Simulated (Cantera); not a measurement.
What does this Cantera script print?

```python
import numpy as np
import cantera as ct

gas_names = """
    N2O TaO2 N2
""".split()
cond_names = """
    Ta(cr) Ta(L)
""".split()


# ... load() reads the species with a 1 bar reference pressure and builds the phases ...
species = {s.name: s for s in load("nasa_gas.yaml", gas_names) + load("nasa_condensed.yaml", cond_names)}
# Each term lists the table entries of one substance; the one whose range holds T is used.
reactions = {
    '2 N2O(g) + Ta = TaO2(g) + 2 N2(g)':
        [(-2, ['N2O']), (-1, ['Ta(cr)', 'Ta(L)']), (1, ['TaO2']), (2, ['N2'])],
}


def pick(names, T):
    return next(species[n] for n in names if species[n].thermo.min_temp <= T <= species[n].thermo.max_temp)


results = []
for label, terms in reactions.items():
    print(label)
    print("     T/K   dH/kJ  dS/(J/K)   dG/kJ   log10 K")
    for T in [300, 650, 850, 1050, 1250, 1450, 1650, 1850, 2050, 2250]:
        used = [(nu, pick(names, T)) for nu, names in terms]
        dH = sum(nu * s.thermo.h(T) for nu, s in used) / 1e6
        dS = sum(nu * s.thermo.s(T) for nu, s in used) / 1e3
        dG = dH - T * dS / 1e3
        logK = -dG * 1e6 / (ct.gas_constant * T * np.log(10))
        results.append((label, T, dH, dS, dG, logK, [s.name for _, s in used]))
        print(f"{T:8g} {dH:8.1f} {dS:8.1f} {dG:8.1f} {logK:8.2f}")
```

Result:

```
2 N2O(g) + Ta = TaO2(g) + 2 N2(g)
     T/K   dH/kJ  dS/(J/K)   dG/kJ   log10 K
     300   -364.0    182.0   -418.6    72.89
     650   -366.6    176.9   -481.6    38.70
     850   -369.4    173.2   -516.6    31.75
    1050   -372.8    169.6   -550.9    27.40
    1250   -376.5    166.4   -584.5    24.42
    1450   -380.4    163.5   -617.5    22.24
    1650   -384.7    160.7   -649.9    20.57
    1850   -389.1    158.2   -681.8    19.25
    2050   -393.8    155.8   -713.2    18.17
    2250   -398.8    153.5   -744.1    17.27
```

Standard-state values (1 bar) from the NASA 1993 polynomials, evaluated with Cantera. Condensed species are held in their standard states even where they would react or evaporate.
